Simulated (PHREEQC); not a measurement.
## Buffer (model solution)

Solution (25 °C): 0.15 mol KHCO3, 0.016 mol Na2B4O7 and 0.00043 mol NaCl per kg of water. Closed to the air; pH follows from the charge balance.

Equilibrium calculation in PHREEQC: Pitzer model, pitzer.dat.

This is a speciation only: nothing precipitates in the calculation.

### Question
Predict the pH.

### Answer
pH 8.79.

### Question
In which forms is B present?

### Answer
B(OH)3 61 %, B(OH)4- 30 %, B3O3(OH)4- 7.5 %, B4O5(OH)4-2 2.0 % of the B.
